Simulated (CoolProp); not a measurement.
Vapour-liquid equilibrium of nitrogen (1) + methane (2) at 96.2 K; x and y are mole fractions of (1).

The numbers come from the multi-fluid Helmholtz-energy mixture model, Span 2000 and Setzmann 1991; pair parameters Kunz 2012 in CoolProp.

| x | bubble pressure, mixture model (kPa) | bubble pressure, Raoult's law (kPa) | y, mixture model | y, Raoult's law |
|---|---|---|---|---|
| 0.05 | 78.40 | 51.20 | 0.714 | 0.578 |
| 0.15 | 167.5 | 108.1 | 0.872 | 0.821 |
| 0.25 | 235.9 | 165.0 | 0.914 | 0.897 |
| 0.35 | 290.8 | 222.0 | 0.934 | 0.933 |
| 0.45 | … | 278.9 | 0.948 | 0.955 |
| 0.55 | 379.6 | 335.8 | 0.958 | 0.970 |
| 0.65 | 420.4 | 392.7 | 0.966 | 0.980 |
| 0.75 | 462.6 | 449.7 | 0.975 | 0.987 |
| 0.85 | 508.8 | 506.6 | … | 0.993 |
| 0.95 | 561.9 | 563.5 | … | 0.998 |

Q: What belongs in the gaps?

A: 
- 0.45, bubble pressure, mixture model (kPa): 337.5
- 0.85, y, mixture model: 0.984
- 0.95, y, mixture model: 0.994

The largest gap from Raoult's law is +54.9 % in bubble pressure, at x = 0.15. No azeotrope shows between x = 0.05 and 0.95.

Pair parameters are fitted to limited data, so mixtures are less certain than the pure fluids. With so large a gap from Raoult's law the liquid may split in two, which this calculation doesn't test in full.
